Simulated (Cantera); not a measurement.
Input (Python, Cantera) and output of one run.

```python
import numpy as np
import cantera as ct

gas_names = [...]  # 91 gases of nasa_gas.yaml made of C, Cl, H
cond_names = """
    C(gr) C6H6(L) C7H8(L) C8H18(L),n-octa
""".split()


# ... load() reads the species with a 1 bar reference pressure and builds the phases ...
atoms = {
    'CH3Cl': {'C': 1, 'H': 3, 'CL': 1},
    'HCl': {'H': 1, 'CL': 1},
    'H2': {'H': 2},
}
top_T = {'C(gr)': 4500}  # K; cautious upper limits of use, not melting points


# ... equilibrate(T, P, feed) seeds the gas with the atoms and calls Mixture.equilibrate('TP', solver="vcs", rtol=1e-11, max_steps=5000) ...
results = []
feed = {'CH3Cl': 1, 'HCl': 0.86, 'H2': 11}  # mol
T = 1198.15  # K
P = 13332.2  # Pa
mix = equilibrate(T, P, feed)
results.append((T, P, feed, dict(zip(mix.species_names, mix.species_moles))))
print(gas.report(threshold=1e-05))
for i in range(1, mix.n_phases):
    print(f"{mix.phase(i).name:16s} {mix.phase_moles(i):12.5e} mol")
```

Result:

```
       temperature   1198.2 K
          pressure   13332 Pa
           density   0.0089236 kg/m^3
  mean mol. weight   6.6678 kg/kmol
   phase of matter   gas

                          1 kg             1 kmol
                     ---------------   ---------------
          enthalpy        2.1539e+06        1.4362e+07  J
   internal energy         6.599e+05        4.4001e+06  J
           entropy             29950         1.997e+05  J/K
    Gibbs function       -3.3731e+07       -2.2491e+08  J
 heat capacity c_p            4705.8             31378  J/K
 heat capacity c_v            3458.9             23063  J/K

                      mass frac. Y      mole frac. X     chem. pot. / RT
                     ---------------   ---------------   ---------------
               CH4         0.0038359         0.0015943           -42.067
               HCL           0.73494           0.13441           -38.044
                H2           0.26123           0.86399           -20.135
     [  +88 minor]        1.5651e-06        8.1123e-07

C(gr)             9.77932e-01 mol
```

These are equilibrium values from Cantera (NASA tables, ideal gas, pure condensed phases), not measurements of a reactor.
